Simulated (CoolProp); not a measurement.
Saturated liquid density (kg/m³) of R1233zd(E): the reference equation beside estimates from Tc = 438.9 K, pc = 3583 kPa, ω = 0.304. Rackett uses Z = 0.29056 − 0.08775 ω.

The numbers come from the reference Helmholtz-energy equation of state, Akasaka 2022 in CoolProp.

```csv
T (K),reference,Rackett,Soave-Redlich-Kwong,Peng-Robinson
233.9,1407,1418,1258,[?]
246.5,1380,1391,1237,1394
259.1,1353,[?],1215,1370
271.6,1325,1335,1191,1344
284.2,1296,1305,1165,1316
296.7,1266,1275,[?],1287
309.3,1236,1243,1107,1254
321.8,1203,1210,1075,1219
334.4,1170,1175,[?],[?]
346.9,[?],1139,1002,[?]
```

Question: Some entries are withheld; supply them.

Answer: 
- 233.9, Peng-Robinson: 1416
- 259.1, Rackett: 1363
- 296.7, Soave-Redlich-Kwong: 1137
- 334.4, Soave-Redlich-Kwong: 1040
- 334.4, Peng-Robinson: 1180
- 346.9, reference: 1134
- 346.9, Peng-Robinson: 1137

Absolute difference from the reference over all 10 rows, mean and median: Rackett 0.6 and 0.7 %, Soave-Redlich-Kwong 10.5 and 10.4 %, Peng-Robinson 1.1 and 1.3 %.
